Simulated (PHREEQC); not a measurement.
Solution (20 °C): 5 mmol/kgw HNO3, 6.1 mmol/kgw CuSO4 and 190 mmol/kgw KCl. Closed to the air; pH follows from the charge balance.

Equilibrium calculation in PHREEQC: ion-association model, phreeqc.dat.

No solid was allowed to form.

Q: Predict the pH, activity of water.

A: pH 2.44; activity of water 0.993.

Q: In which forms is Cu present?

A: Cu+2 83 %, CuCl+ 11 %, CuSO4 5.8 % of the Cu.
